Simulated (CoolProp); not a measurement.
Vapour-liquid equilibrium of propane (1) + R113 (2) at 23.85 °C; x and y are mole fractions of (1).

The numbers come from the multi-fluid Helmholtz-energy mixture model, Lemmon 2009 and Marx 1992; pair parameters Bell 2016 in CoolProp.

| x | bubble pressure (MPa) | y at the bubble point | dew pressure at overall composition x (MPa) | liquid density (mol/L) |
|---|---|---|---|---|
| 0.05 | ___ | 0.551 | 0.04505 | 8.479 |
| 0.15 | 0.1910 | 0.796 | 0.05022 | ___ |
| 0.25 | 0.2848 | 0.873 | 0.05673 | 8.991 |
| 0.35 | 0.3735 | 0.911 | 0.06516 | 9.262 |
| 0.45 | 0.4577 | 0.934 | 0.07652 | 9.543 |
| 0.55 | ___ | 0.951 | 0.09263 | 9.833 |
| 0.65 | 0.6175 | 0.964 | 0.1173 | 10.13 |
| 0.75 | 0.6978 | 0.975 | 0.1597 | 10.44 |
| 0.85 | 0.7821 | 0.985 | 0.2490 | ___ |
| 0.95 | 0.8741 | 0.995 | 0.5339 | 11.06 |

**Question.** Complete the blanks.

**Answer.** 
- 0.05, bubble pressure (MPa): 0.09290
- 0.15, liquid density (mol/L): 8.730
- 0.55, bubble pressure (MPa): 0.5384
- 0.85, liquid density (mol/L): 10.75

No azeotrope shows between x = 0.05 and 0.95.

The pair parameters rest on a limited set of measurements; away from them the model extrapolates. The gap from Raoult's law changes sign with composition, which may be real or a fault of the pair parameters; it wasn't checked against measurements.
